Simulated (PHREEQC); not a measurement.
Consider water at 25 °C with 80 mmol/kgw H2SO4 and 0.22 mmol/kgw MnSO4. It is in equilibrium with CO2 at log p = -3.5 (atm). Otherwise closed; pH follows from the charge balance.

The numbers come from PHREEQC with the ion-association model, phreeqc.dat.

```tsv
quantity	before	after
pH	1.10	5.66
ionic strength (mol/kgw)	0.115	0.000857
HSO4- (mol/kgw)	0.0626	4.13e-8
SO4-2 (mol/kgw)	0.0176	0.000214
HCO3- (mol/kgw)	7.67e-11	2.26e-6
```

Question: Name the change that produced these shifts.
A) temperature from 25 to 10 °C
B) H2SO4 left out
C) diluted 10-fold with water
D) MnSO4 from 0.00022 to 0.00011 mol/kgw
E) temperature from 25 to 15 °C

Answer: B, H2SO4 left out

No solid was allowed to form.
